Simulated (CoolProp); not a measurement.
R13 along the isobar 4.49 MPa: fugacity coefficient from the reference equation and from simpler models built on Tc = 303.0 K, pc = 3.973 MPa, ω = 0.175; each cubic takes its own stable root.

Values from CoolProp's reference Helmholtz-energy equation of state, Platzer 1990. This equation is an older, rougher fit; its heat capacities, sound speeds and derivatives of the liquid may be far off and weren't checked against measurements.

```json
[
 {"T (K)": "282", "phase": "liquid", "reference": "0.4364", "van der Waals": "0.5304", "Soave-Redlich-Kwong": "0.4468", "Peng-Robinson": "0.4297"},
 {"T (K)": "303", "phase": "liquid", "reference": "0.5992", "van der Waals": "0.6382", "Soave-Redlich-Kwong": "0.6078", "Peng-Robinson": "0.5851"},
 {"T (K)": "324", "phase": "supercritical", "reference": "0.7042", "van der Waals": "0.7147", "Soave-Redlich-Kwong": "0.7074", "Peng-Robinson": "0.6820"},
 {"T (K)": "345", "phase": "supercritical", "reference": "0.7646", "van der Waals": "0.7605", "Soave-Redlich-Kwong": "0.7668", "Peng-Robinson": "0.7409"},
 {"T (K)": "366", "phase": "supercritical", "reference": "0.8095", "van der Waals": "0.7957", "Soave-Redlich-Kwong": "0.8121", "Peng-Robinson": "0.7864"},
 {"T (K)": "387", "phase": "supercritical", "reference": "0.8446", "van der Waals": "0.8241", "Soave-Redlich-Kwong": "0.8480", "Peng-Robinson": "0.8228"},
 {"T (K)": "408", "phase": "supercritical", "reference": "0.8726", "van der Waals": "0.8475", "Soave-Redlich-Kwong": "0.8770", "Peng-Robinson": "0.8525"},
 {"T (K)": "429", "phase": "supercritical", "reference": "0.8954", "van der Waals": "0.8672", "Soave-Redlich-Kwong": "0.9007", "Peng-Robinson": "0.8770"},
 {"T (K)": "450", "phase": "supercritical", "reference": "0.9141", "van der Waals": "0.8838", "Soave-Redlich-Kwong": "0.9203", "Peng-Robinson": "0.8975"}
]
```
